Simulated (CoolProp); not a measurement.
Vapour-liquid equilibrium of ethylbenzene (1) + m-xylene (2) at 0.00328 MPa; x and y are mole fractions of (1).

The numbers come from the multi-fluid Helmholtz-energy mixture model, Zhou 2012 and Zhou 2012; pair parameters Bell 2016 in CoolProp.

Q: Give the bubble temperature and the first vapour's composition at x = 0.125, 0.575, 0.65. Is there an azeotrope?

A: x = 0.125: 317.9 K, y = 0.142; x = 0.575: 316.6 K, y = 0.604; x = 0.65: 316.5 K, y = 0.676. No azeotrope shows between x = 0.05 and 0.95.

The pair parameters rest on a limited set of measurements; away from them the model extrapolates.
